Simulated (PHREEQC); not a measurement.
**Brine: an equilibrium model**

Make-up at 20 °C: 0.54 mol CaCl2, 0.0076 mol FeCl2 and 0.3 mol MgCl2 per kg of water. It is in equilibrium with CO2 at log p = 0 (atm). Otherwise closed; pH follows from the charge balance.

Computed with PHREEQC (Pitzer model, pitzer.dat).

```
Item                        Value
-------------------  ------------
pH                           3.77
ionic strength       2.54 mol/kgw
activity of water           0.953
density               1.068 g/cm³
osmotic coefficient         1.028
```

```csv
species,molality,activity,log γ
Cl-,1.70,0.957,-0.248
Ca+2,0.540,0.200,-0.432
Mg+2,0.300,0.133,-0.354
CO2,0.0291,0.0389,0.126
Fe+2,0.00760,0.00289,-0.420
H+,0.000126,0.000170,0.131
HCO3-,0.000126,9.29e-5,-0.131
CO3-2,5.68e-9,2.25e-11,-2.403
MgCO3,2.36e-9,2.36e-9,0.000
```

No solid was allowed to form. Complexes and solids missing from the database can't appear. In brines, pH and single-ion activities rest on the MacInnes convention.
